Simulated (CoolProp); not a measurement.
A single-stage vapour-compression cycle with fluoroethane (R161): evaporating at 201.15 K (dew point), condensing at 260.15 K (bubble point), superheat 5 K, subcooling 0 K, compressor efficiency 0.6, no pressure losses. Each further row changes one setting.

Model: reference Helmholtz-energy equation of state, Wu 2012, in CoolProp.

```
case                              cooling COP  pressure ratio  discharge temperature (K)  refrigerating effect (kJ/kg)  volumetric capacity (kJ/m³)
--------------------------------  -----------  --------------  -------------------------  ----------------------------  ---------------------------
as stated                                1.61            18.3                      384.4                           349                          149
evaporating temperature 206.15 K         1.84            13.3                      370.8                           353                          204
condensing temperature 255.15 K          1.79            15.2                      372.7                           359                          154
subcooling 5 K                           1.65            18.3                      384.4                           359                          154
superheat 15 K                           1.58            18.3                      397.1                           359                          146
compressor efficiency 0.5                1.34            18.3                      412.1                           349                          149
```
